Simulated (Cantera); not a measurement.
Gas mixture: 48.1 % NO, 51.9 % N₂, at 2.10 Torr, frozen composition.

Cantera's kinetic-theory transport with the Lennard-Jones parameters of GRI-Mech 3.0, ideal gas; thermal conductivity in the mixture-averaged form. The composition is frozen, though it would react at the higher temperatures.

One state of this run: ρ (kg/m³) = 0.00108; cp (J/kg/K) = 1131; μ (µPa s) = 39.4; λ (mW/m/K) = 63.0; Pr = 0.707; D (cm²/s) C₂H₂ = 409; D (cm²/s) N₂ = 484; D (cm²/s) NO = 484. D: mixture-averaged diffusion coefficient of that species in the mixture.

Task: Which value of T (K) does it belong to?
A) 1650
B) 900
C) 2150
D) 650

Result: B, 900
